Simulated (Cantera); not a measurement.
What does this Cantera script print?

```python
import numpy as np
import cantera as ct

gas_names = """
    H HNO HNO2 HNO3 HO2 H2 H2O H2O2 N NH NH2 NH3 NH2OH NO NO2 NO3 N2 N2H2 N2H4 N2O O OH O2 O3 Si SiH
    SiH2 SiH3 SiH4 SiN SiO SiO2 Si2 Si2N Si3
""".split()
cond_names = """
    H2O(s) H2O(L) Si(cr) Si(L) SiO2(Lqz) SiO2(hqz) SiO2(L) Si2N2O(s) Si3N4(a)
""".split()


# ... load() reads the species with a 1 bar reference pressure and builds the phases ...
atoms = {
    'Si2H6': {'Si': 2, 'H': 6},
    'NO': {'N': 1, 'O': 1},
    'H2': {'H': 2},
    'H2O': {'H': 2, 'O': 1},
}
top_T = {'Si2N2O(s)': 2100, 'Si3N4(a)': 2400}  # K; cautious upper limits of use, not melting points


# ... equilibrate(T, P, feed) seeds the gas with the atoms and calls Mixture.equilibrate('TP', solver="vcs", rtol=1e-11, max_steps=5000) ...
results = []
T = 1150  # K
P = 46000  # Pa
for m in [0.44, 0.59, 0.79, 1.1, 1.4, 1.9, 2.6, 3.4, 4.6, 6.2, 8.3, 11, 15]:
    feed = {'Si2H6': 1, 'NO': 0.69, 'H2': 0.12, 'H2O': m}  # mol
    mix = equilibrate(T, P, feed)
    results.append((T, P, feed, dict(zip(mix.species_names, mix.species_moles))))

top = {s: max(r[3][s] / sum(r[3][g] for g in gas_names) for r in results) for s in gas_names}
cols = sorted((s for s in top if top[s] > 0.001), key=lambda s: -top[s])[:5]
seen = [c for c in cond_names if any(r[3].get(c, 0) > 1e-12 for r in results)]
print("log10 of partial pressures in bar; condensed amounts in mol")
print(f"{'n(H2O)':>10s}" + "".join(f"{s[:9]:>10s}" for s in cols + seen))
for T, P, feed, n in results:
    ng = sum(n[g] for g in gas_names)
    print(f"{feed['H2O']:10.4g}" + "".join(f"{np.log10(max(n[s] / ng * P / 1e5, 1e-99)):10.3f}" for s in cols)
          + "".join(f"{n.get(c, 0):10.4g}" for c in seen))
```

Result:

```
log10 of partial pressures in bar; condensed amounts in mol
    n(H2O)        H2       H2O        N2    Si(cr) SiO2(hqz) Si2N2O(s)
      0.44    -0.337    -7.958   -12.238    0.9175    0.3925     0.345
      0.59    -0.337    -7.958   -12.238    0.8425    0.4675     0.345
      0.79    -0.337    -7.958   -12.238    0.7425    0.5675     0.345
       1.1    -0.337    -7.958   -12.238    0.5875    0.7225     0.345
       1.4    -0.337    -7.958   -12.238    0.4375    0.8725     0.345
       1.9    -0.337    -7.958   -12.238    0.1875     1.122     0.345
       2.6    -0.345    -4.577    -2.069         0     1.526    0.2368
       3.4    -0.366    -2.220    -1.636         0         2         0
       4.6    -0.436    -1.133    -1.706         0         2         0
       6.2    -0.514    -0.862    -1.785         0         2         0
       8.3    -0.600    -0.710    -1.870         0         2         0
        11    -0.689    -0.612    -1.960         0         2         0
        15    -0.795    -0.536    -2.066         0         2         0
```

These are equilibrium values from Cantera (NASA tables, ideal gas, pure condensed phases), not measurements of a reactor. The feed counts by its element totals alone. Mutual solubility and eutectic melting of coexisting phases are not modelled. The tables hold silica as quartz up to 1696 K and as liquid above; real silica turns to tridymite and cristobalite and melts near 1996 K.
